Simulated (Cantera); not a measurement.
Charge: 1 mol CH3Cl, held at 723.15 K and 1.00 bar.

Equilibrium computed with Cantera from the NASA thermochemical tables; the gas is ideal and each condensed phase is pure. Candidate condensed phases: C, C6H6, C7H8, C8H18; 91 gas species. Equilibrium is a limit: real reactors are often held back by kinetics, nucleation or transport.

Base state: HCl 0.602, CH4 0.203, H2 0.195 (mole fractions); condensed: C(graphite).

Task: What changes in the equilibrium state with this change: temperature from 723.15 K to 2723.15 K?

Result: 
| species | before | after |
|---|---|---|
| H2 | 0.195 | 0.463 |
| HCl | 0.602 | 0.453 |
| H | <1e-9 | 0.0422 |
| CH4 | 0.203 | 2.32e-5 |
| Cl | <1e-9 | 0.0286 |
| C2H2 (acetylene) | <1e-9 | 0.0119 |
| C2HCl | <1e-9 | 0.000185 |
| C4H2 | <1e-9 | 0.000126 |
| C2H | <1e-9 | 0.000120 |
| CH3 | <1e-9 | 3.60e-5 |
| C(graphite), mol | 0.662 | 0.948 |
